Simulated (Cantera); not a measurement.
A freely propagating, adiabatic, planar premixed flame of C2H4 : O2 : N2 : H2O = 1 : 4.17 : 15.7 : 0.087 (molar parts), unburnt at 548 K and 110000 Pa; mixture-averaged transport, grid criteria slope 0.08 and curve 0.16, no radiation.

Model: GRI-Mech 3.0 (53 species, 325 reactions), integrated in Cantera. GRI-Mech 3.0 was tuned for natural gas; its chemistry of ethylene as a main component is partial and can be far from experiment. Burning velocities carry a grid error of a few per cent, more on coarse grids.

x: mole fraction of selected species; z is measured from the peak of heat release.

| z (mm) | T (K) | u (m/s) | x C2H4 | x O2 | x CH2CO | x O | x HCO | x CO |
|---|---|---|---|---|---|---|---|---|
| -0.786 | 548 | 1.55 | 0.0477 | 0.199 | <1e-8 | <1e-8 | <1e-8 | 5.65e-7 |
| -0.524 | 548 | 1.55 | 0.0477 | 0.199 | 5.26e-8 | <1e-8 | <1e-8 | 1.56e-5 |
| -0.393 | 550 | 1.55 | 0.0476 | 0.199 | 3.39e-7 | <1e-8 | <1e-8 | 7.43e-5 |
| -0.262 | 565 | 1.60 | 0.0473 | 0.197 | 5.56e-6 | 1.68e-8 | <1e-8 | 0.000657 |
| -0.131 | ? | 2.17 | 0.0413 | 0.182 | 0.000230 | 4.25e-6 | 1.28e-6 | 0.00963 |
| -0.0655 | ? | 3.21 | 0.0263 | 0.151 | 0.00124 | 9.72e-5 | 2.68e-5 | 0.0288 |
| 0 | ? | 4.35 | 0.00790 | 0.114 | 0.00197 | 0.000981 | 7.81e-5 | 0.0513 |
| 0.0655 | 1680 | 4.94 | 0.000758 | 0.0894 | 0.000685 | 0.00382 | 3.42e-5 | 0.0572 |
| 0.131 | 1744 | 5.12 | 2.97e-5 | 0.0783 | 8.84e-5 | 0.00662 | 3.78e-6 | 0.0502 |
| 0.262 | 1812 | 5.28 | 3.04e-8 | 0.0697 | 6.75e-7 | 0.00819 | 7.82e-8 | 0.0359 |
| 0.524 | 1902 | 5.50 | <1e-8 | 0.0637 | <1e-8 | 0.00765 | 2.97e-8 | 0.0231 |
| 1.05 | 1999 | 5.74 | <1e-8 | 0.0605 | <1e-8 | 0.00562 | 1.20e-8 | 0.0161 |
| 2.09 | 2085 | 5.95 | <1e-8 | 0.0583 | <1e-8 | 0.00341 | <1e-8 | 0.0111 |

Question: Complete the blanks.

Answer: 
- -0.131, T (K): 759
- -0.0655, T (K): 1110
- 0, T (K): 1486
